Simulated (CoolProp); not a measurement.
Methanol along the isotherm 346.85 °C: Z from the reference equation and from simpler models built on Tc = 240.2 °C, pc = 8216 kPa, ω = 0.565; each cubic takes its own stable root.

Model: reference Helmholtz-energy equation of state, de Reuck 1993, in CoolProp.

```csv
p (kPa),phase,reference
513,gas,0.9897
1030,gas,0.9790
1540,gas,0.9683
2050,gas,0.9574
2570,gas,0.9462
3080,gas,0.9351
3590,gas,0.9239
4110,gas,0.9125
```

### Question
How far does each simpler model (Pitzer virial, van der Waals, Redlich-Kwong, Soave-Redlich-Kwong, Peng-Robinson) lie from the reference over these 8 states: mean and median of the absolute difference, and the worst?

### Answer
- Pitzer virial: mean 0.3 %, median 0.3 %, worst +0.8 % at 346.85 °C and 4110 kPa
- van der Waals: mean 0.7 %, median 0.6 %, worst -1.3 % at 346.85 °C and 4110 kPa
- Redlich-Kwong: mean 0.8 %, median 0.8 %, worst -1.5 % at 346.85 °C and 4110 kPa
- Soave-Redlich-Kwong: mean 0.7 %, median 0.6 %, worst +1.3 % at 346.85 °C and 4110 kPa
- Peng-Robinson: mean 0.2 %, median 0.2 %, worst -0.3 % at 346.85 °C and 2570 kPa
